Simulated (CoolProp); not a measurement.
Properties of toluene along the isotherm 620 K.

Model: reference Helmholtz-energy equation of state, Lemmon 2006, in CoolProp. It is a short technical equation, of lower accuracy than the large ones.

```tsv
p (kPa)	phase	cp (kJ/(kg K))	cv (kJ/(kg K))	speed of sound (m/s)	isothermal compressibility (1/MPa)	viscosity (µPa s)	conductivity (mW/(m K))
130	gas	2.187	2.092	239.4	7.770	14.2	43.5
192	gas	2.190	2.094	238.3	5.287	14.2	43.5
281	gas	2.195	2.095	236.8	3.639	14.2	43.5
413	gas	2.203	2.098	234.5	2.503	14.2	43.5
606	gas	2.214	2.102	231.1	1.734	14.2	43.6
889	gas	2.234	2.108	226.0	1.214	14.3	43.7
1300	gas	2.266	2.117	218.3	0.8653	14.4	43.9
1920	gas	2.330	2.133	205.8	0.6307	14.6	44.4
2810	gas	2.473	2.161	186.1	0.4948	15.1	45.9
4130	supercritical	3.005	2.220	152.0	0.4729	16.9	52.0
6060	supercritical	4.575	2.276	142.2	0.2745	38.0	76.7
8890	supercritical	3.056	2.214	271.7	0.03970	58.7	79.9
13000	supercritical	2.807	2.197	375.2	0.01736	72.2	83.8
19200	supercritical	2.689	2.189	480.0	0.009426	85.6	88.1
28100	supercritical	2.619	2.186	589.0	0.005724	99.7	92.8
41300	supercritical	2.572	2.187	710.2	0.003642	116	98.8
```

The peak of cp marks the crossing from liquid-like to gas-like fluid above the critical point.

Viscosity comes from a separate model (Avgeri 2015). Thermal conductivity comes from a separate model (Assael 2012).
